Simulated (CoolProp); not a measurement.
Vapour-liquid equilibrium of isobutane (1) + acetone (2) at 347.2 K; x and y are mole fractions of (1).

Computed with CoolProp (multi-fluid Helmholtz-energy mixture model, Bücker 2006 and Lemmon 2006; pair parameters Bell 2016).

**Question.** Give the bubble pressure and the first vapour's composition at x = 0.05, 0.35, 0.5. Is there an azeotrope?

**Answer.** x = 0.05: 3.304 bar, y = 0.455; x = 0.35: 8.376 bar, y = 0.805; x = 0.5: 9.377 bar, y = 0.837. No azeotrope shows between x = 0.05 and 0.95.

Pair parameters are fitted to limited data, so mixtures are less certain than the pure fluids. With so large a gap from Raoult's law the liquid may split in two, which this calculation doesn't test in full.
